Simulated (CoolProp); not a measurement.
The numbers come from the reference Helmholtz-energy equation of state, Leachman 2009 in CoolProp.

Task: For normal hydrogen, give the phase and the cp (kJ/(kg K)), cv (kJ/(kg K)), viscosity (µPa s), conductivity (mW/(m K)) at 19 K and 72.5 kPa.

Result: 
- 19 K and 72.5 kPa: liquid; cp 9.05, cv 5.57, viscosity 15.2, conductivity 103

Viscosity comes from a separate model (Muzny 2013). Thermal conductivity comes from a separate model (Assael 2011).
